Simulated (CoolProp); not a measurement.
Aqueous ethylene glycol as a coolant, at 4 °C, 1 atm.

Model: Melinder's fits for secondary coolants, in CoolProp.

```
mass %  freezing point (°C)  viscosity (mPa s)  cp (kJ/(kg K))  conductivity (W/(m K))  Prandtl number
------  -------------------  -----------------  --------------  ----------------------  --------------
1.6                    -0.5               1.63           4.176                   0.563            12.1
7                      -2.3               1.88           4.087                   0.542            14.2
12.4                   -4.3               2.20           3.999                   0.520            16.9
17.8                      …               2.58               …                   0.498               …
23.2                   -9.8               3.03           3.808                   0.476            24.2
28.6                  -13.5               3.54           3.700                   0.455            28.8
34                    -17.9               4.15               …                   0.435            34.2
39.4                  -23.2               4.86           3.465                   0.415            40.6
44.8                  -29.3               5.70           3.343                   0.396            48.1
50.2                  -36.3               6.72           3.221                   0.379            57.1
55.6                  -44.1               7.92           3.097                       …            67.8
```

Q: Some entries are withheld; supply them.

A: 
- 17.8, freezing point (°C): -6.8
- 17.8, cp (kJ/(kg K)): 3.907
- 17.8, Prandtl number: 20.2
- 34, cp (kJ/(kg K)): 3.585
- 55.6, conductivity (W/(m K)): 0.362
